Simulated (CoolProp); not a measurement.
R236FA along the isobar 0.424 MPa: Z from the reference equation and from simpler models built on Tc = 398.1 K, pc = 3.191 MPa, ω = 0.377; each cubic takes its own stable root.

Model: reference Helmholtz-energy equation of state, Pan 2012, in CoolProp.

| T (K) | phase | reference | Redlich-Kwong | Soave-Redlich-Kwong | Peng-Robinson |
|---|---|---|---|---|---|
| 269.3 | liquid | 0.01979 | 0.02314 | 0.02186 | 0.01934 |
| 283.8 | liquid | 0.01939 | 0.02282 | 0.02146 | 0.01896 |
| 298.3 | liquid | 0.01911 | 0.8883 | 0.02123 | 0.01873 |
| 327.4 | gas | 0.8965 | 0.9160 | 0.9057 | 0.8997 |
| 341.9 | gas | 0.9133 | 0.9263 | 0.9191 | 0.9133 |
| 356.4 | gas | 0.9266 | 0.9349 | 0.9302 | 0.9246 |
| 370.9 | gas | 0.9372 | 0.9423 | 0.9395 | 0.9341 |
| 385.5 | gas | 0.9460 | 0.9486 | 0.9474 | 0.9422 |
| 400 | gas | 0.9532 | 0.9540 | 0.9542 | 0.9492 |

At some of these states Redlich-Kwong gives the other phase, because its saturation line lies elsewhere.
